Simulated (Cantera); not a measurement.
## Ammonia decomposition in nitride growth gas

A perfectly stirred reactor is fed with NH3 : H2 = 1 : 26 (molar parts), at 0.133 bar; it is held at 2073 K, and followed from long to short residence time.

Model: the gas-phase N/H chemistry of the illustrative SiF4/NH3 mechanism in the Surface Chemkin manual (1991), integrated in Cantera. Walls and surfaces, which speed up NH3 decomposition in real reactors, are not modelled.

```json
[
 {"τ (s)": "6.8", "x NH3": "0.000616", "x H2": "0.975", "x N": "1.52e-6", "x NH": "2.61e-6", "x N2H2": "2.07e-9", "x NH2": "1.27e-5"},
 {"τ (s)": "2.1", "x NH3": "0.00140", "x H2": "0.976", "x N": "2.25e-6", "x NH": "4.48e-6", "x N2H2": "7.42e-9", "x NH2": "2.51e-5"},
 {"τ (s)": "0.67", "x NH3": "0.00457", "x H2": "0.976", "x N": "2.28e-6", "x NH": "6.70e-6", "x N2H2": "2.82e-8", "x NH2": "5.54e-5"},
 {"τ (s)": "0.21", "x NH3": "0.0142", "x H2": "0.972", "x N": "1.81e-6", "x NH": "8.39e-6", "x N2H2": "8.06e-8", "x NH2": "0.000109"},
 {"τ (s)": "0.067", "x NH3": "0.0258", "x H2": "0.967", "x N": "1.55e-6", "x NH": "9.23e-6", "x N2H2": "1.36e-7", "x NH2": "0.000155"},
 {"τ (s)": "0.021", "x NH3": "0.0334", "x H2": "0.963", "x N": "1.18e-6", "x NH": "8.41e-6", "x N2H2": "1.42e-7", "x NH2": "0.000168"},
 {"τ (s)": "0.0067", "x NH3": "0.0364", "x H2": "0.962", "x N": "5.01e-7", "x NH": "4.88e-6", "x N2H2": "7.23e-8", "x NH2": "0.000134"},
 {"τ (s)": "0.0021", "x NH3": "0.0370", "x H2": "0.962", "x N": "4.17e-8", "x NH": "9.34e-7", "x N2H2": "8.33e-9", "x NH2": "5.88e-5"},
 {"τ (s)": "0.00066", "x NH3": "0.0370", "x H2": "0.963", "x N": "1.42e-9", "x NH": "9.83e-8", "x N2H2": "5.38e-10", "x NH2": "1.91e-5"},
 {"τ (s)": "0.00021", "x NH3": "0.0370", "x H2": "0.963", "x N": "4.61e-11", "x NH": "1.00e-8", "x N2H2": "4.33e-11", "x NH2": "6.14e-6"}
]
```
x: mole fraction; the columns are a selection and need not sum to one.
